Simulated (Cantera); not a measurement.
Charge: 1 mol C3H8, 0.0073 mol O2, at 1.00 bar.

Equilibrium computed with Cantera from the NASA thermochemical tables; the gas is ideal and each condensed phase is pure. Candidate condensed phases: C, C6H6, C7H8, C8H18, H2O; 110 gas species. Kinetics and transport are ignored. All values below are at 2575 K.

Base state: H2 0.948, H 0.0337, C2H2 (acetylene) 0.0139, CO 0.00358, CH4 0.000120, C4H2 8.49e-5, CH3 7.54e-5, C2H 4.15e-5 (mole fractions); condensed: C(graphite).

Task: What changes in the equilibrium state with this change: pressure from 1.00 bar to 3.10 bar?

Result: 
```csv
species,before,after
H2,0.948,0.962
H,0.0337,0.0193
C2H2 (acetylene),0.0139,0.0141
CH4,0.000120,0.000383
C2H4,7.42e-6,2.37e-5
CH3,7.54e-5,0.000136
"C(graphite), mol",2.87,2.87
```
